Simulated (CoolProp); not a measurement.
Vapour pressure (bar) of toluene: the reference equation beside estimates from Tc = 591.7 K, pc = 41.26 bar, ω = 0.266. Clausius-Clapeyron is anchored at 375 K with a constant enthalpy of vaporisation of 33.76 kJ/mol.

The numbers come from the reference Helmholtz-energy equation of state, Lemmon 2006 in CoolProp. It is a short technical equation, of lower accuracy than the large ones.

```
T (K)  reference  Lee-Kesler  Clausius-Clapeyron  van der Waals  Redlich-Kwong
-----  ---------  ----------  ------------------  -------------  -------------
371       0.6953      0.6821              0.6986          4.598          1.321
375       0.7850      0.7719              0.7850          4.880          1.467
379       0.8837      0.8707              0.8801          5.173          1.625
383.1     0.9948      0.9822              0.9870          5.485          1.799
387.1      1.113       1.101               1.101          5.802          1.982
391.1      1.243       1.232               1.226          6.130          2.179
395.1      1.384       1.374               1.362          6.470          2.390
399.2      1.541       1.533               1.513          6.832          2.621
403.2      1.707       1.701               1.674          7.198          2.861
```

Absolute difference from the reference over all 9 rows, mean and median: Lee-Kesler 1.1 and 1.1 %, Clausius-Clapeyron 1.1 and 1.1 %, van der Waals 429.6 and 421.3 %, Redlich-Kwong 78.4 and 78.1 %.
